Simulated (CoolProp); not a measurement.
Vapour-liquid equilibrium of toluene (1) + p-xylene (2) at 186.65 °C; x and y are mole fractions of (1).

The numbers come from the multi-fluid Helmholtz-energy mixture model, Lemmon 2006 and Zhou 2012; pair parameters Bell 2016 in CoolProp.

| x | bubble pressure (MPa) | y at the bubble point | dew pressure at overall composition x (MPa) | liquid density (mol/L) |
|---|---|---|---|---|
| 0.05 | 0.3291 | 0.084 | 0.3237 | 6.655 |
| 0.2 | 0.3692 | 0.303 | 0.3493 | 6.781 |
| 0.35 | 0.4099 | 0.482 | 0.3791 | 6.911 |
| 0.5 | 0.4509 | 0.632 | 0.4143 | 7.045 |
| 0.65 | 0.4919 | 0.760 | 0.4562 | 7.183 |
| 0.8 | 0.5328 | 0.871 | 0.5061 | 7.326 |
| 0.95 | 0.5738 | 0.969 | 0.5655 | 7.476 |

No azeotrope shows between x = 0.05 and 0.95.

The pair parameters rest on a limited set of measurements; away from them the model extrapolates.
